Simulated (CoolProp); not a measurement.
Computed with CoolProp (reference Helmholtz-energy equation of state, Guder 2009).

Q: For sulfur hexafluoride, give the phase and the cp (kJ/(kg K)), cv (kJ/(kg K)) at 346.4 K and 16.2 bar; 406.7 K and 89.9 bar; 412.3 K and 8.49 bar.

A: 
- 346.4 K and 16.2 bar: gas; cp 0.794, cv 0.693
- 406.7 K and 89.9 bar: supercritical; cp 1.12, cv 0.785
- 412.3 K and 8.49 bar: gas; cp 0.824, cv 0.756
